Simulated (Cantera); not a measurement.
## N2O furnace oxynitridation

An isothermal, constant-pressure homogeneous reactor starts with 31.2 % N₂O, 0.0718 % H₂, 68.7 % N₂, at 1325 K and 0.132 atm.

Computed with Cantera and GRI-Mech 3.0 (53 species, 325 reactions). GRI-Mech 3.0 was tuned for natural gas; its chemistry of N2O as a main component is partial and can be far from experiment. The mechanism lacks the step 2 NO + O2 → 2 NO2, which can matter for NO2 below about 1400 K. The temperature is held fixed by assumption; the heat of reaction is taken as removed at once.

| t (s) | x N₂O | x H₂ | x NO | x O₂ | x HO₂ |
|---|---|---|---|---|---|
| 4.00e-6 | 0.312 | 0.000718 | 2.86e-9 | 7.47e-9 | <1e-12 |
| 1.80e-5 | 0.312 | 0.000718 | 5.49e-8 | 1.43e-7 | 2.86e-11 |
| 8.07e-5 | 0.312 | 0.000718 | 8.98e-7 | 2.33e-6 | 2.76e-9 |
| 0.000362 | 0.312 | 0.000714 | 8.99e-6 | 2.33e-5 | 1.47e-7 |
| 0.00163 | 0.312 | 0.000668 | 5.07e-5 | 0.000132 | 2.48e-6 |
| 0.00731 | 0.310 | 0.000373 | 0.000232 | 0.000651 | 3.70e-6 |
| 0.0328 | 0.303 | 4.91e-5 | 0.00104 | 0.00297 | 1.03e-6 |
| 0.147 | 0.277 | 1.82e-7 | 0.00458 | 0.0127 | 1.77e-7 |
| 0.662 | 0.186 | 1.44e-8 | 0.0166 | 0.0459 | 3.87e-8 |
| 2.97 | 0.0381 | 1.54e-8 | 0.0352 | 0.101 | 6.59e-9 |
| 13.4 | 0.000382 | 1.19e-9 | 0.0384 | 0.115 | 1.54e-9 |
| 60.0 | 3.98e-7 | 6.76e-10 | 0.0383 | 0.116 | 1.44e-9 |
x: mole fraction; the columns are a selection and need not sum to one.

Equilibrium at this temperature and pressure: N₂O 9.81e-9, H₂ 6.26e-10, NO 0.000391, O₂ 0.135, HO₂ 1.61e-9 (gas phase only).
